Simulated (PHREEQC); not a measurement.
**Sulfide liquor**

Solution (25 °C): 0.00051 mol H2S, 0.002 mol HCl and 0.00048 mol FeCl2 per kg of water. It is in equilibrium with CO2 at log p = 0 (atm). Otherwise closed; pH follows from the charge balance.

Computed with PHREEQC (ion-association model, wateq4f.dat).

No solid was allowed to form.

Q: What pH does the model give?

A: pH 2.72.

The polysulfide entries of wateq4f.dat were taken out for this run.
